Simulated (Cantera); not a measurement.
Mixture: CH₄ : O₂ : N₂ = 1 : 2.82 : 14.4 (molar parts), equivalence ratio 0.71, at 1.70 bar, adiabatic and at constant volume. Ignition delay is the time to a rise of 400 K.

Cantera simulation using GRI-Mech 3.0 (53 species, 325 reactions); the numbers are that mechanism's predictions, not measurements.

### Question
What does this change do: 0.019 parts H2 added?

### Answer
| quantity | before | after |
|---|---|---|
| delay at 1300 K | 8.18 ms | 6.97 ms |
| delay at 1500 K | 0.846 ms | 0.771 ms |
| delay at 1700 K | 0.153 ms | 0.145 ms |
| delay at 1900 K | 43.6 µs | 42.4 µs |
| delay at 2100 K | 16.7 µs | 16.4 µs |
| apparent activation energy between 1900 and 2100 K | 160 kJ/mol | 160 kJ/mol |
